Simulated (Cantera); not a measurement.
Input: 1 mol Si3H8, 0.41 mol HCl, 78 mol N2.

Method: chemical equilibrium by Gibbs-energy minimisation in Cantera with the NASA 1993 tables (ideal gas, pure condensed phases). Candidate condensed phases: NH4Cl, Si, Si3N4; 28 gas species. The feed counts by its element totals alone. N2 is the only nitrogen source here; it is nearly inert below about 1500 K, so the nitride shown seldom forms there in practice. The tables' values for SiCl3 are old estimates. The numbers say what is thermodynamically allowed, not how fast it happens.

Problem. What condenses at these points (T in °C, P in Pa): (1475, 100); (1250, 68000); (1325, 880); (1400, 880); (1250, 880)?

Solution. 
```csv
T (°C),P in Pa,condensed phases,Si condensed (%)
1475,100,Si,93.3
1250,68000,Si3N4,100.0
1325,880,Si3N4,99.5
1400,880,Si3N4,99.0
1250,880,Si3N4,99.8
```
